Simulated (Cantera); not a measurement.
An isothermal, constant-pressure homogeneous reactor starts with H2 : O2 = 0.0056 : 1 (molar parts), at 1398 K and 2670 Pa.

Detailed kinetics in Cantera: the H2/O2 subset of GRI-Mech 3.0, which has no nitrogen chemistry. Radical loss at walls, strong at low pressure, is not modelled.

x: mole fraction; the columns are a selection and need not sum to one.

```
t (s)        x H2   x O2     x H2O       x H      x OH     x HO2       x O
--------  -------  -----  --------  --------  --------  --------  --------
1.00e-6   0.00557  0.994    <1e-12  2.39e-10  1.24e-11  2.52e-10  1.24e-11
7.04e-6   0.00557  0.994  5.67e-12       ___  5.05e-10       ___  5.07e-10
4.96e-5   0.00557  0.994  9.60e-10   2.93e-9   1.03e-8   1.25e-8   1.05e-8
0.000349  0.00557  0.994   9.35e-8   1.14e-8   1.50e-7   8.79e-8   1.70e-7
0.00246   0.00492  0.994  0.000460   2.26e-5  0.000346   6.79e-7  0.000436
0.0173    1.17e-5  0.989   0.00516   8.22e-5  0.000720   4.45e-7   0.00466
0.122         ___  0.991   0.00526       ___       ___       ___       ___
0.859     1.30e-6  0.994   0.00546   2.89e-6  0.000241   1.18e-7  0.000492
6.05      6.80e-8  0.994   0.00556   3.41e-8   5.52e-5   2.33e-8   2.54e-5
42.6      1.52e-8  0.994   0.00557   3.61e-9   2.61e-5   2.72e-8   5.66e-6
300       1.51e-8  0.994   0.00557   3.58e-9   2.61e-5   2.72e-8   5.64e-6
```

**Question.** Fill in the missing entries.

**Answer.** 
- 7.04e-6, x H: 1.27e-9
- 7.04e-6, x HO2: 1.77e-9
- 0.122, x H2: 7.52e-6
- 0.122, x H: 4.14e-5
- 0.122, x OH: 0.000577
- 0.122, x HO2: 3.47e-7
- 0.122, x O: 0.00294
